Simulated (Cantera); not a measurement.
Charge: 1 mol Na2SO4, 3.1 mol CO2, 0.012 mol H2O, held at 0.195 Torr.

Equilibrium computed with Cantera from the NASA thermochemical tables; the gas is ideal and each condensed phase is pure. Candidate condensed phases: C, C6H6, C7H8, C8H18, H2O, H2SO4, Na, NaOH, NaO2, Na2CO3, Na2O, Na2O2, Na2S, Na2SO4, S; 131 gas species. Equilibrium is a limit: real reactors are often held back by kinetics, nucleation or transport. All values below are at 1498 K.

Base state: CO2 0.461, Na 0.257, SO2 0.130, O2 0.129, Na2SO4 0.0186, NaOH 0.00325, NaO 0.000384, CO 0.000377 (mole fractions); condensed: gas only.

**Question.** What changes in the equilibrium state with this change: 1.5 mol H2 added?

**Answer.** 
```tsv
species	before	after
CO2	0.461	0.411
Na	0.257	0.208
H2O	0.000149	0.173
O2	0.129	0.0182
NaOH	0.00325	0.0549
Na2SO4	0.0186	0.00172
SO2	0.130	0.131
H2	4.74e-8	0.000147
H	2.32e-7	1.29e-5
OH	2.07e-5	0.000432
NaO	0.000384	0.000116
SO	7.63e-6	2.05e-5
```
